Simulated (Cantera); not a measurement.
Feed: 1 mol CsCl, 2.3 mol HCl, 20 mol H₂, held at 1500 K and 0.120 Pa.

Cantera equilibrium calculation (NASA polynomials, part measured and part estimated; ideal gas, pure solids and liquids). Candidate condensed phases: Cs, CsCl; 9 gas species. Rates play no part.

**Question.** What is the equilibrium state?

**Answer.** 
- x(H₂) = 0.844
- x(HCl) = 0.0972
- x(CsCl) = 0.0419
- x(H) = 0.0148
- x(Cl) = 0.00137
- x(Cs) = 0.000660
- gas amount = 23.50 mol
- log10 activity of CsCl(l) (absent) = -6.90
- log10 activity of Cs(l) (absent) = -10.43
